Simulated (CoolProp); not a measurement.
Vapour pressure (MPa) of R365MFC: the reference equation beside estimates from Tc = 460.0 K, pc = 3.266 MPa, ω = 0.377. Clausius-Clapeyron is anchored at 349.4 K with a constant enthalpy of vaporisation of 25.03 kJ/mol.

Model: reference Helmholtz-energy equation of state, Lemmon 2016, in CoolProp.

| T (K) | reference | Clausius-Clapeyron | van der Waals | Redlich-Kwong | Soave-Redlich-Kwong |
|---|---|---|---|---|---|
| 332 | 0.1896 | 0.2020 | 0.7639 | 0.3678 | 0.1904 |
| 334.9 | 0.2075 | 0.2185 | 0.7976 | 0.3945 | 0.2086 |
| 337.8 | 0.2266 | 0.2360 | 0.8323 | 0.4225 | 0.2282 |
| 340.7 | 0.2471 | 0.2546 | 0.8680 | 0.4519 | 0.2491 |
| 343.6 | 0.2690 | 0.2743 | 0.9046 | 0.4828 | 0.2716 |
| 346.5 | 0.2924 | 0.2952 | 0.9422 | 0.5151 | 0.2955 |
| 349.4 | 0.3173 | 0.3173 | 0.9807 | 0.5489 | 0.3210 |
| 352.3 | 0.3437 | 0.3406 | 1.020 | 0.5842 | 0.3482 |
| 355.2 | 0.3719 | 0.3652 | 1.061 | 0.6210 | 0.3772 |
| 358.1 | 0.4017 | 0.3911 | 1.102 | 0.6595 | 0.4079 |
| 361 | 0.4334 | 0.4184 | 1.145 | 0.6996 | 0.4405 |
| 363.9 | 0.4669 | 0.4472 | 1.189 | 0.7414 | 0.4751 |

Absolute difference from the reference over all 12 rows, mean and median: Clausius-Clapeyron 2.9 and 2.8 %, van der Waals 220.7 and 215.7 %, Redlich-Kwong 75.3 and 74.6 %, Soave-Redlich-Kwong 1.1 and 1.1 %.
